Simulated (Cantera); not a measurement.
A closed system holds: 1 mol C₂H₅OH, 0.55 mol H₂, 9.4 mol N₂, equilibrated at 1850 K and 0.100 bar.

Cantera equilibrium calculation (NASA polynomials, part measured and part estimated; ideal gas, pure solids and liquids). Candidate condensed phases: C, C₆H₆, C₇H₈, C₈H₁₈, H₂O; 136 gas species. Rates play no part.

Base state: N₂ 0.672, H₂ 0.252, CO 0.0717, HCN 0.00320, H 0.000856, HNC 0.000136, C₂H₂ (acetylene) 6.60e-5 (mole fractions); condensed: C(graphite).

Problem. What changes in the equilibrium state with this change: C₂H₅OH replaced by CO?

Solution. 
```tsv
species	before	after
N₂	0.672	0.858
CO	0.0717	0.0913
H₂	0.252	0.0500
C₂H₂ (acetylene)	6.60e-5	1.16e-9
HCN	0.00320	1.52e-5
C(graphite), mol	0.951	0
```

Problem. What changes in the equilibrium state with this change: temperature from 1850 K to 1175 K?

Solution. 
```tsv
species	before	after
N₂	0.672	0.674
H₂	0.252	0.254
CO	0.0717	0.0716
HCN	0.00320	2.32e-5
H	0.000856	1.95e-7
C₂H₂ (acetylene)	6.60e-5	1.62e-8
C(graphite), mol	0.951	0.999
```
